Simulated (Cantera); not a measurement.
A closed system holds: 1 mol PH3, 0.036 mol O2, 2 mol H2, at 2798 K and 0.0100 bar.

Equilibrium computed with Cantera from the NASA thermochemical tables; the gas is ideal and each condensed phase is pure. Candidate condensed phases: H2O, P, P4O10; 17 gas species. Gases not in the tables: HPO2, HPO3 and P4O6. The numbers say what is thermodynamically allowed, not how fast it happens.

Base state: H 0.497, H2 0.374, P 0.0665, P2 0.0490, PO 0.0123, PH 0.00136, H2O 0.000310, OH 0.000115 (mole fractions); condensed: gas only.

Question: What changes in the equilibrium state with this change: temperature from 2798 K to 1398 K?

Answer: 
| species | before | after |
|---|---|---|
| H2 | 0.374 | 0.858 |
| P2 | 0.0490 | 0.123 |
| H2O | 0.000310 | 0.0172 |
| H | 0.497 | 4.38e-5 |
| P | 0.0665 | 2.35e-6 |
| PO | 0.0123 | 0.000747 |
| O | 9.65e-5 | <1e-9 |
| P4 | 9.13e-9 | 0.000643 |
| OH | 0.000115 | 1.73e-8 |
| PH | 0.00136 | 2.84e-6 |
| PO2 | 8.49e-6 | 5.00e-5 |
